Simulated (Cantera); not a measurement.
Cantera run:

```python
import numpy as np
import cantera as ct

gas_names = """
    B BH BH2 BH3 BN B2 H H2 N NH NH2 NH3 N2 N2H2 N2H4
""".split()
cond_names = """
    B(b) B(L) BN(s)
""".split()


# ... load() reads the species with a 1 bar reference pressure and builds the phases ...
atoms = {
    'BN': {'B': 1, 'N': 1},
    'H2': {'H': 2},
}
top_T = {'BN(s)': 3200}  # K; cautious upper limits of use, not melting points


# ... equilibrate(T, P, feed) seeds the gas with the atoms and calls Mixture.equilibrate('TP', solver="vcs", rtol=1e-11, max_steps=5000) ...
results = []
feed = {'BN': 1, 'H2': 280}  # mol
P = 40  # Pa
for T in [975, 1025, 1075, 1125, 1175, 1225, 1275, 1325, 1375, 1425, 1475, 1525]:
    mix = equilibrate(T, P, feed)
    results.append((T, P, feed, dict(zip(mix.species_names, mix.species_moles))))

top = {s: max(r[3][s] / sum(r[3][g] for g in gas_names) for r in results) for s in gas_names}
cols = sorted((s for s in top if top[s] > 0.001), key=lambda s: -top[s])[:9]
seen = [c for c in cond_names if any(r[3].get(c, 0) > 1e-12 for r in results)]
print("log10 of partial pressures in bar; condensed amounts in mol")
print(f"{'T/K':>10s}" + "".join(f"{s[:9]:>10s}" for s in cols + seen))
for T, P, feed, n in results:
    ng = sum(n[g] for g in gas_names)
    print(f"{T:10.4g}" + "".join(f"{np.log10(max(n[s] / ng * P / 1e5, 1e-99)):10.3f}" for s in cols)
          + "".join(f"{n.get(c, 0):10.4g}" for c in seen))
```

Output:

```
log10 of partial pressures in bar; condensed amounts in mol
       T/K        H2         H      B(b)     BN(s)
       975    -3.398   -10.641         0         1
      1025    -3.398   -10.060         0         1
      1075    -3.398    -9.532         0         1
      1125    -3.398    -9.051         0         1
      1175    -3.398    -8.611         0         1
      1225    -3.398    -8.205         0         1
      1275    -3.398    -7.831         0    0.9999
      1325    -3.398    -7.485         0    0.9998
      1375    -3.398    -7.164         0    0.9995
      1425    -3.398    -6.865         0    0.9989
      1475    -3.398    -6.586  0.001713    0.9961
      1525    -3.398    -6.325    0.0111    0.9853
```

Equilibrium computed with Cantera from the NASA thermochemical tables; the gas is ideal and each condensed phase is pure. Mutual solubility and eutectic melting of coexisting phases are not modelled. The tables' values for BH2 are old estimates; treat these amounts as uncertain.
